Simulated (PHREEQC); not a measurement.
1 kg of water holding 0.047 mol/kgw NaHCO3 and 0.0066 mol/kgw CaCl2 is evaporated at 25 °C; the solids stay in contact with the brine. CO2 is held at log p = -3.4 (atm). Solids allowed: Aragonite, Gaylussite, Halite, Nahcolite, Natron, Pirssonite, Portlandite, Trona. Others were left out.

Model: Pitzer model, pitzer.dat, run in PHREEQC.

Predict ionic strength at water left (kg) = 0.2085, 0.02016, 0.005111.


| water left (kg) | ionic strength |
|---|---|
| 0.2085 | 0.280 |
| 0.02016 | 3.08 |
| 0.005111 | 7.28 |

Complexes and solids missing from the database can't appear.
